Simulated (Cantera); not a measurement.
A closed system holds: 1 mol TiO₂, 0.35 mol SiCl₄, 2.4 mol O₂, held at 1748.15 K and 4.50 mbar.

Equilibrium computed with Cantera from the NASA thermochemical tables; the gas is ideal and each condensed phase is pure. Candidate condensed phases: Si, SiO₂, Ti, TiCl₂, TiCl₃, TiCl₄, TiO, TiO₂, Ti₂O₃, Ti₃O₅, Ti₄O₇; 24 gas species. Mutual solubility and eutectic melting of coexisting phases are not modelled. The tables hold silica as quartz up to 1696 K and as liquid above; real silica turns to tridymite and cristobalite and melts near 1996 K. Condensed phases not in the tables: alloys, solid solutions and most ternary compounds. Kinetics and transport are ignored.

**Question.** What is the equilibrium state?

**Answer.** 
- x(O₂): 0.600
- x(Cl): 0.387
- x(Cl₂): 0.0112
- x(O): 0.000848
- x(ClO): 0.000376
- x(TiOCl₂): 5.92e-6
- n(SiO₂(condensed)): 0.350 mol
- n(TiO₂(rutile)): 1.000 mol
- gas amount: 3.413 mol
- log10 activity of Ti₄O₇(s) (absent): -4.31
- log10 activity of Ti₃O₅(s) (absent): -4.42
- log10 activity of Ti₂O₃(s) (absent): -4.98
